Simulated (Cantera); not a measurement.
What does this Cantera script print?

```python
import numpy as np
import cantera as ct

gas = ct.Solution("gri30.yaml")


def delay(T, t_max=10):
    gas.TPX = T, 1000000, {'CH4': 1, 'O2': 4.44, 'N2': 16.7, 'H2O': 2.4}
    reactor = ct.IdealGasConstPressureReactor(gas, clone=False)
    net = ct.ReactorNet([reactor])
    net.rtol, net.atol = 1e-8, 1e-16
    while net.time < t_max:
        t_old, T_old = net.time, reactor.T
        net.step()
        if reactor.T > T + 400:  # ignition: a rise of 400 K
            return t_old + (T + 400 - T_old) / (reactor.T - T_old) * (net.time - t_old)
    return np.nan


taus = []
for T in [1100, 1200, 1300, 1400, 1500, 1600, 1700, 1800, 1900]:
    taus.append(delay(T))
    print(f"T0 = {T:6g} K   tau = {taus[-1]:.4e} s")
```

Output:

```
T0 =   1100 K   tau = 1.4476e-02 s
T0 =   1200 K   tau = 3.7402e-03 s
T0 =   1300 K   tau = 1.1769e-03 s
T0 =   1400 K   tau = 4.1993e-04 s
T0 =   1500 K   tau = 1.6312e-04 s
T0 =   1600 K   tau = 6.8058e-05 s
T0 =   1700 K   tau = 3.0665e-05 s
T0 =   1800 K   tau = 1.5072e-05 s
T0 =   1900 K   tau = 8.1314e-06 s
```

Detailed kinetics in Cantera: GRI-Mech 3.0 (53 species, 325 reactions).
